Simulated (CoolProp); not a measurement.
Saturation properties of n-perfluoropentane (Tc = 147.9 °C, pc = 20.63 bar, ω = 0.436).

Computed with CoolProp (reference Helmholtz-energy equation of state, Gao 2022).

```tsv
T (°C)	p (bar)	vapour density (kg/m³)	enthalpy of vaporisation (kJ/kg)	liquid cp (kJ/(kg K))
54.75	2.363	27.87	82.48	(withheld)
59.65	2.733	32.18	80.74	1.120
64.65	(withheld)	37.14	78.91	1.131
69.55	3.615	42.60	77.04	1.143
74.55	4.134	48.87	75.06	1.156
79.45	4.696	55.77	73.03	1.169
84.45	5.328	63.69	70.86	1.183
89.35	6.007	72.45	68.63	1.198
94.35	6.765	82.54	66.23	1.215
99.25	7.577	93.75	63.73	(withheld)
```

### Question
What belongs in the gaps?

### Answer

- 54.75, liquid cp (kJ/(kg K)): 1.109
- 64.65, p (bar): 3.155
- 99.25, liquid cp (kJ/(kg K)): 1.234

It boils at 29.3 °C under 1 atm.
